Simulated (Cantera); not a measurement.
Charge: 1 mol Nb, 13 mol N₂O, 24 mol N₂, equilibrated at 2675 K and 2.18 Torr.

Method: chemical equilibrium by Gibbs-energy minimisation in Cantera with the NASA 1993 tables (ideal gas, pure condensed phases). Rates play no part.

```json
[
 {"species": "N₂", "before": "0.788", "after": "0.875"},
 {"species": "O", "before": "0.130", "after": "0.0840"},
 {"species": "O₂", "before": "0.0463", "after": "0.0194"},
 {"species": "NbO₂", "before": "0.0214", "after": "0.0120"},
 {"species": "NO", "before": "0.0144", "after": "0.00982"},
 {"species": "NbO", "before": "9.81e-5", "after": "8.47e-5"},
 {"species": "N", "before": "2.19e-5", "after": "2.31e-5"}
]
```
Gas species are given as mole fractions.

### Question
What was changed between the two runs?
A. temperature from 2675 K to 1448.15 K
B. temperature from 2675 K to 1948 K
C. pressure from 2.18 Torr to 0.00690 Torr
D. N₂ from 24 to 60 mol

### Answer
D, N₂ from 24 to 60 mol
